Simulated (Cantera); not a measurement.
Feed: 1 mol CH3SiCl3, 0.14 mol C2H4, 39 mol H2, held at 2150 K and 13.3 mbar.

These are equilibrium values from Cantera (NASA tables, ideal gas, pure condensed phases), not measurements of a reactor. Candidate condensed phases: C, C6H6, C7H8, C8H18, Si, SiC; 109 gas species. The feed counts by its element totals alone. The tables' values for SiCl are old estimates; treat these amounts as uncertain. Gases not in the tables: Si2H6 and higher silanes. Equilibrium is a limit: real reactors are often held back by kinetics, nucleation or transport.

Base state: H2 0.893, HCl 0.0657, H 0.0345, Cl 0.00186, C2H2 (acetylene) 0.00173, Si 0.00155, SiCl2 0.000900, SiCl 0.000188 (mole fractions); condensed: C(graphite) + SiC(s).

Question: What changes in the equilibrium state with this change: temperature from 2150 K to 1450 K?

Answer: 
```
species             before    after
----------------  --------  -------
H2                   0.893    0.929
HCl                 0.0657   0.0707
SiCl2             0.000900  9.89e-5
H                   0.0345  7.89e-5
Si                 0.00155  1.37e-9
SiC2              0.000122    <1e-9
SiH                8.25e-5    <1e-9
Si2C               7.61e-5    <1e-9
SiCl              0.000188  1.32e-8
C(graphite), mol     0.246    0.282
SiC(s), mol          0.870    0.996
```
